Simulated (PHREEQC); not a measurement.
Make-up at 20 °C: 3 mol/kgw MgCl2, 0.049 mol/kgw Na2SO4 and 0.00055 mol/kgw H4SiO4. It is in equilibrium with CO2 at log p = -3.4 (atm). Otherwise closed; pH follows from the charge balance.

Model: Pitzer model, pitzer.dat, run in PHREEQC.

Each row changes one thing in this solution. Precipitation was switched off in this run.

| case | pH | CO2 (mol/kgw) | HSO4- (mol/kgw) | SI of Halite (NaCl) | SI of Thenardite (Na2SO4) |
|---|---|---|---|---|---|
| as made | 4.40 | 5.39e-6 | 2.97e-7 | -1.35 | -4.47 |
| 0.18 mol/kgw HCl added | -0.51 | 5.41e-6 | 0.0151 | -1.30 | ? |
| MgCl2 replaced by NaCl at the same molality | 5.31 | 9.44e-6 | 7.70e-7 | -0.91 | -1.90 |
| H4SiO4 left out | 4.42 | 5.39e-6 | 2.88e-7 | -1.35 | -4.47 |
| MgCl2 replaced by HCl at the same molality | -0.98 | 1.58e-5 | ? | -2.06 | -5.55 |
| Na2SO4 from 0.049 to 0.0441 mol/kgw | 4.40 | 5.40e-6 | 2.69e-7 | -1.40 | ? |
| Na2SO4 from 0.049 to 0.0539 mol/kgw | 4.40 | 5.38e-6 | 3.26e-7 | -1.31 | -4.35 |
| MgCl2 from 3 to 0.6 mol/kgw | 5.42 | 1.24e-5 | ? | -2.82 | -4.76 |
| temperature from 20 to 15 °C | 4.41 | 6.28e-6 | 2.58e-7 | -1.33 | ? |

**Question.** What belongs in the gaps?

**Answer.** 
- 0.18 mol/kgw HCl added, SI of Thenardite (Na2SO4): -4.60
- MgCl2 replaced by HCl at the same molality, HSO4- (mol/kgw): 0.0363
- Na2SO4 from 0.049 to 0.0441 mol/kgw, SI of Thenardite (Na2SO4): -4.61
- MgCl2 from 3 to 0.6 mol/kgw, HSO4- (mol/kgw): 6.68e-7
- temperature from 20 to 15 °C, SI of Thenardite (Na2SO4): -4.49

Complexes and solids missing from the database can't appear. Some of these states are supersaturated (in SiO2(a), for instance). In brines, pH and single-ion activities rest on the MacInnes convention.
